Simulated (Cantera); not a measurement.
Cantera run:

```python
import numpy as np
import cantera as ct

gas_names = [...]  # 91 gases of nasa_gas.yaml made of C, Cl, H
cond_names = """
    C(gr) C6H6(L) C7H8(L) C8H18(L),n-octa
""".split()


# ... load() reads the species with a 1 bar reference pressure and builds the phases ...
atoms = {
    'CCl4': {'C': 1, 'CL': 4},
    'H2': {'H': 2},
}
top_T = {'C(gr)': 4500}  # K; cautious upper limits of use, not melting points


# ... equilibrate(T, P, feed) seeds the gas with the atoms and calls Mixture.equilibrate('TP', solver="vcs", rtol=1e-11, max_steps=5000) ...
results = []
feed = {'CCl4': 1, 'H2': 1.2}  # mol
T = 875  # K
P = 1900  # Pa
mix = equilibrate(T, P, feed)
results.append((T, P, feed, dict(zip(mix.species_names, mix.species_moles))))
x = sorted(zip(gas.X, gas.species_names), reverse=True)
print(f"T = {T:g} K  P = {P:g} Pa  gas = {mix.phase_moles(0):.4g} mol")
print("   x: " + "  ".join(f"{s} {v:.3e}" for v, s in x if v > 0.0001))
print("   condensed (mol): " + ("  ".join(f"{mix.phase(i).name} {mix.phase_moles(i):.4g}"
      for i in range(1, mix.n_phases) if mix.phase_moles(i) > 1e-12) or "none"))
```

It prints:

```
T = 875 K  P = 1900 Pa  gas = 3.2 mol
   x: HCL 7.500e-01  CL2 2.498e-01  CL 1.670e-04
   condensed (mol): C(gr) 0.9999
```

Equilibrium computed with Cantera from the NASA thermochemical tables; the gas is ideal and each condensed phase is pure.
